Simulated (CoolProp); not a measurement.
Vapour-liquid equilibrium of R113 (1) + benzene (2) at 56.3 kPa; x and y are mole fractions of (1).

Model: multi-fluid Helmholtz-energy mixture model, Marx 1992 and Thol 2012; pair parameters Bell 2016, in CoolProp.

Give the bubble temperature and the first vapour's composition at x = 0.2, 0.65, 0.95. Is there an azeotrope?

x = 0.2: 320.2 K, y = 0.520; x = 0.65: 309.0 K, y = 0.826; x = 0.95: 304.7 K, y = 0.974. No azeotrope shows between x = 0.05 and 0.95.

The pair parameters rest on a limited set of measurements; away from them the model extrapolates.
